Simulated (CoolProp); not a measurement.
Vapour-liquid equilibrium of C3F8 (R218) (1) + c-C4F8 (RC318) (2) at 260.5 K; x and y are mole fractions of (1).

Computed with CoolProp (multi-fluid Helmholtz-energy mixture model, Lemmon 2006 and Platzer 1990; pair parameters Bell 2016). This equation is an older, rougher fit; its heat capacities, sound speeds and derivatives of the liquid may be far off and weren't checked against measurements.

Task: Give the bubble pressure and the first vapour's composition at x = 0.15, 0.45, 0.65. Is there an azeotrope?

Result: x = 0.15: 0.08695 MPa, y = 0.266; x = 0.45: 0.1349 MPa, y = 0.724; x = 0.65: 0.1814 MPa, y = 0.881. No azeotrope shows between x = 0.05 and 0.95.

Pair parameters are fitted to limited data, so mixtures are less certain than the pure fluids.
